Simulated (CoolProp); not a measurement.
Vapour-liquid equilibrium of R13 (1) + R11 (2) at 256.7 K; x and y are mole fractions of (1).

Computed with CoolProp (multi-fluid Helmholtz-energy mixture model, Platzer 1990 and Jacobsen 1992; pair parameters Bell 2016). This equation is an older, rougher fit; its heat capacities, sound speeds and derivatives of the liquid may be far off and weren't checked against measurements.

### Question
Give the bubble pressure and the first vapour's composition at x = 0.05, 0.45, 0.85. Is there an azeotrope?

### Answer
x = 0.05: 1.162 bar, y = 0.839; x = 0.45: 6.760 bar, y = 0.976; x = 0.85: 10.64 bar, y = 0.992. No azeotrope shows between x = 0.05 and 0.95.

Pair parameters are fitted to limited data, so mixtures are less certain than the pure fluids. The gap from Raoult's law changes sign with composition, which may be real or a fault of the pair parameters; it wasn't checked against measurements.
